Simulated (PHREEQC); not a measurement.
# Nickel, zinc or cadmium bath

Consider water at 25 °C with 0.009 mol/kgw ZnSO4, 0.0036 mol/kgw NaOH and 0.0037 mol/kgw HCl. Closed to the air; pH follows from the charge balance.

Model: ion-association model, phreeqc.dat, run in PHREEQC.

```yaml
pH: 4.18
ionic_strength: 0.0287 mol/kgw
specific_conductance: 1760 µS/cm
total_alkalinity: -0.100 meq/kg
```

| species | molality | activity | log γ |
|---|---|---|---|
| Zn+2 | 0.00628 | 0.00337 | -0.270 |
| SO4-2 | 0.00610 | 0.00326 | -0.272 |
| Cl- | 0.00367 | 0.00311 | -0.071 |
| Na+ | 0.00354 | 0.00303 | -0.068 |
| ZnSO4 | 0.00256 | 0.00258 | 0.003 |
| Zn(SO4)2-2 | 0.000130 | 6.83e-5 | -0.278 |
| H+ | 7.55e-5 | 6.61e-5 | -0.058 |
| NaSO4- | 5.77e-5 | 4.95e-5 | -0.066 |
| ZnCl+ | 3.32e-5 | 2.82e-5 | -0.071 |
| HSO4- | 2.46e-5 | 2.10e-5 | -0.070 |
| ZnCl2 | 9.12e-8 | 9.19e-8 | 0.003 |
| ZnOH+ | 6.56e-8 | 5.59e-8 | -0.070 |
| ZnOHCl | 5.21e-9 | 5.25e-9 | 0.003 |

Precipitation was switched off in this run.
